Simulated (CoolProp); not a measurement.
50 sccm (0 °C, 1 atm) of nitrogen bubbles through liquid n-heptane at 296.2 K and leaves saturated at a total pressure of 0.124 MPa (ideal gas phase). Each further row changes one setting.

The numbers come from the reference Helmholtz-energy equation of state, Span 2003 in CoolProp. It is a short technical equation, of lower accuracy than the large ones.

| case | vapour pressure (kPa) | mole fraction of vapour | delivery (mg/min) | delivery (sccm) | change of delivery for a bath 1 K warmer (%) |
|---|---|---|---|---|---|
| as stated | 5.52 | 0.0445 | (withheld) | (withheld) | (withheld) |
| bath temperature 301.2 K | 7.08 | (withheld) | (withheld) | 3.03 | 5.3 |
| total pressure 0.248 MPa | 5.52 | (withheld) | (withheld) | (withheld) | 5.3 |

Question: What belongs in the gaps?

Answer: 
- as stated, delivery (mg/min): 10.4
- as stated, delivery (sccm): 2.33
- as stated, change of delivery for a bath 1 K warmer (%): 5.4
- bath temperature 301.2 K, mole fraction of vapour: 0.0571
- bath temperature 301.2 K, delivery (mg/min): 13.5
- total pressure 0.248 MPa, mole fraction of vapour: 0.0223
- total pressure 0.248 MPa, delivery (mg/min): 5.09
- total pressure 0.248 MPa, delivery (sccm): 1.14
